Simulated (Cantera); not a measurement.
Feed: 1 mol Ta2O5, 3.5 mol CH4, 1.4 mol CO, at 775 °C and 6.40 bar.

Method: chemical equilibrium by Gibbs-energy minimisation in Cantera with the NASA 1993 tables (ideal gas, pure condensed phases). Candidate condensed phases: C, C6H6, C7H8, C8H18, H2O, Ta, TaC, Ta2O5; 113 gas species. Rates play no part.

Base state: H2 0.649, CH4 0.157, CO 0.101, H2O 0.0783, CO2 0.0145, C2H6 1.01e-5 (mole fractions); condensed: C(graphite) + Ta2O5(s).

Q: What changes in the equilibrium state with this change: temperature from 775 °C to 2025 °C?

A: 
| species | before | after |
|---|---|---|
| H2 | 0.649 | 0.633 |
| CO | 0.101 | 0.355 |
| H2O | 0.0783 | 0.00812 |
| CH4 | 0.157 | 4.10e-6 |
| CO2 | 0.0145 | 0.000813 |
| H | 2.47e-9 | 0.00301 |
| C2H6 | 1.01e-5 | <1e-9 |
| C(graphite), mol | 3.07 | 0 |
| Ta2O5(s), mol | 1.00 | 0 |
| TaC(s), mol | 0 | 1.03 |
| Ta2O5(l), mol | 0 | 0.486 |
Mutual solubility and eutectic melting of coexisting phases are not modelled. TaC: taken at fixed stoichiometry. Condensed phases not in the tables: Ta2C.
